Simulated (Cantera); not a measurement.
Source: NASA polynomial tables (part measured, part estimated), evaluated in Cantera. Values are per mole of reaction as written; species without (g) are pure solids or liquids, kept so even where they would boil at 1 bar.

6 V2O4 + 2 NH3(g) = 2 N(g) + 6 V2O3 + 3 H2O2(g), with ΔH° = 1878.8 kJ and ΔS° = 592.8 J/K at 300 K.

**Question.** How far is the shortcut ΔG° ≈ ΔH°(300 K) − T·ΔS°(300 K) from the full temperature-dependent value at 1700, 1850, 2000, 2150, 2300, 2450 K?

**Answer.** 
| T (K) | shortcut (kJ) | full (kJ) | difference (kJ) | difference in log10 K | condensed phases |
|---|---|---|---|---|---|
| 1700 | 871.1 | 1097.3 | -226.2 | 6.95 | V2O4(s), V2O3(s) |
| 1850 | 782.2 | 1046.1 | -263.9 | 7.45 | V2O4(l), V2O3(s) |
| 2000 | 693.3 | 1039.4 | -346.1 | 9.04 | V2O4(l), V2O3(s) |
| 2150 | 604.4 | 1034.4 | -430.0 | 10.45 | V2O4(l), V2O3(s) |
| 2300 | 515.5 | 1030.5 | -515.1 | 11.70 | V2O4(l), V2O3(s) |
| 2450 | 426.5 | 994.9 | -568.3 | 12.12 | V2O4(l), V2O3(l) |
The shortcut ignores heat capacities and the phase changes listed.
